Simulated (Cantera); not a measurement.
Input (Python, Cantera) and output of one run.

```python
import numpy as np
import cantera as ct

gas_names = """
    F FO FO2 F2 F2O N NF NF2 NF3 NO NO2 NO3 N2 N2O O O2 O3 Si SiF SiF2 SiF3 SiF4 SiN SiO SiO2 Si2 Si2N
    Si3
""".split()
cond_names = """
    Si(cr) Si(L) SiO2(Lqz) SiO2(hqz) SiO2(L) Si2N2O(s) Si3N4(a)
""".split()


# ... load() reads the species with a 1 bar reference pressure and builds the phases ...
atoms = {
    'SiF4': {'Si': 1, 'F': 4},
    'NO': {'N': 1, 'O': 1},
    'N2': {'N': 2},
}
top_T = {'Si2N2O(s)': 2100, 'Si3N4(a)': 2400}  # K; cautious upper limits of use, not melting points


# ... equilibrate(T, P, feed) seeds the gas with the atoms and calls Mixture.equilibrate('TP', solver="vcs", rtol=1e-11, max_steps=5000) ...
results = []
feed = {'SiF4': 1, 'NO': 0.7, 'N2': 190}  # mol
P = 7.9  # Pa
for T in [950, 1000, 1050, 1100, 1150, 1200, 1250, 1300, 1350, 1400, 1450, 1500, 1550]:
    mix = equilibrate(T, P, feed)
    results.append((T, P, feed, dict(zip(mix.species_names, mix.species_moles))))
    x = sorted(zip(gas.X, gas.species_names), reverse=True)
    print(f"T = {T:g} K  P = {P:g} Pa  gas = {mix.phase_moles(0):.4g} mol")
    print("   x: " + "  ".join(f"{s} {v:.3e}" for v, s in x if v > 0.0001))
    print("   condensed (mol): " + ("  ".join(f"{mix.phase(i).name} {mix.phase_moles(i):.4g}"
          for i in range(1, mix.n_phases) if mix.phase_moles(i) > 1e-12) or "none"))
```

It prints:

```
T = 950 K  P = 7.9 Pa  gas = 191.7 mol
   x: N2 9.930e-01  SiF4 5.216e-03  O2 1.825e-03
   condensed (mol): SiO2(hqz) 1.175e-09
T = 1000 K  P = 7.9 Pa  gas = 191.7 mol
   x: N2 9.930e-01  SiF4 5.216e-03  O2 1.824e-03
   condensed (mol): SiO2(hqz) 6.047e-09
T = 1050 K  P = 7.9 Pa  gas = 191.7 mol
   x: N2 9.930e-01  SiF4 5.216e-03  O2 1.823e-03
   condensed (mol): SiO2(hqz) 2.654e-08
T = 1100 K  P = 7.9 Pa  gas = 191.7 mol
   x: N2 9.930e-01  SiF4 5.216e-03  O2 1.821e-03
   condensed (mol): SiO2(hqz) 1.013e-07
T = 1150 K  P = 7.9 Pa  gas = 191.7 mol
   x: N2 9.930e-01  SiF4 5.216e-03  O2 1.819e-03
   condensed (mol): SiO2(hqz) 3.418e-07
T = 1200 K  P = 7.9 Pa  gas = 191.7 mol
   x: N2 9.929e-01  SiF4 5.216e-03  O2 1.815e-03
   condensed (mol): SiO2(hqz) 1.031e-06
T = 1250 K  P = 7.9 Pa  gas = 191.7 mol
   x: N2 9.929e-01  SiF4 5.216e-03  O2 1.811e-03
   condensed (mol): SiO2(hqz) 2.809e-06
T = 1300 K  P = 7.9 Pa  gas = 191.7 mol
   x: N2 9.929e-01  SiF4 5.216e-03  O2 1.805e-03
   condensed (mol): SiO2(hqz) 6.953e-06
T = 1350 K  P = 7.9 Pa  gas = 191.7 mol
   x: N2 9.929e-01  SiF4 5.216e-03  O2 1.797e-03
   condensed (mol): SiO2(hqz) 1.567e-05
T = 1400 K  P = 7.9 Pa  gas = 191.7 mol
   x: N2 9.929e-01  SiF4 5.216e-03  O2 1.786e-03
   condensed (mol): SiO2(hqz) 3.199e-05
T = 1450 K  P = 7.9 Pa  gas = 191.7 mol
   x: N2 9.929e-01  SiF4 5.215e-03  O2 1.772e-03
   condensed (mol): SiO2(hqz) 5.712e-05
T = 1500 K  P = 7.9 Pa  gas = 191.7 mol
   x: N2 9.929e-01  SiF4 5.214e-03  O2 1.753e-03  NO 1.255e-04
   condensed (mol): SiO2(hqz) 7.421e-05
T = 1550 K  P = 7.9 Pa  gas = 191.7 mol
   x: N2 9.929e-01  SiF4 5.210e-03  O2 1.728e-03  NO 1.579e-04
   condensed (mol): none
```

These are equilibrium values from Cantera (NASA tables, ideal gas, pure condensed phases), not measurements of a reactor. The tables hold silica as quartz up to 1696 K and as liquid above; real silica turns to tridymite and cristobalite and melts near 1996 K.
